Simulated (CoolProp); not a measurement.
Vapour-liquid equilibrium of propylene (1) + R134a (2) at 0.172 MPa; x and y are mole fractions of (1).

Values from CoolProp's multi-fluid Helmholtz-energy mixture model, Lemmon 2013 and Tillner-Roth 1994; pair parameters Bell 2016.

Give the bubble temperature and the first vapour's composition at x = 0.275, 0.425, 0.8. Is there an azeotrope?

x = 0.275: 242.1 K, y = 0.621; x = 0.425: 239.4 K, y = 0.699; x = 0.8: 237.1 K, y = 0.824. y crosses x between x = 0.8 and 0.875: the model has an azeotrope there.

The pair parameters rest on a limited set of measurements; away from them the model extrapolates.
